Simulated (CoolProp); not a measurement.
Vapour pressure (MPa) of R1234yf: the reference equation beside estimates from Tc = 367.8 K, pc = 3.384 MPa, ω = 0.276.

Values from CoolProp's reference Helmholtz-energy equation of state, Lemmon 2022.

```
T (K)  reference  Lee-Kesler  Redlich-Kwong
-----  ---------  ----------  -------------
184            …    0.002442       0.007686
186.7   0.003259    0.003070              …
189.4   0.004057           …        0.01137
192.1   0.005014    0.004745              …
194.8   0.006153    0.005839        0.01638
197.5   0.007501    0.007137        0.01947
200.2   0.009086    0.008669        0.02300
202.9    0.01094     0.01047        0.02703
205.6    0.01310     0.01257        0.03159
208.3    0.01559     0.01500        0.03673
211            …           …              …
213.7    0.02175     0.02105        0.04897
216.4    0.02551     0.02475        0.05616
```

What belongs in the gaps?


- 184, reference: 0.002598
- 186.7, Redlich-Kwong: 0.009384
- 189.4, Lee-Kesler: 0.003830
- 192.1, Redlich-Kwong: 0.01369
- 211, reference: 0.01846
- 211, Lee-Kesler: 0.01782
- 211, Redlich-Kwong: 0.04251

Absolute difference from the reference over all 13 rows, mean and median: Lee-Kesler 4.5 and 4.6 %, Redlich-Kwong 155.0 and 153.1 %.
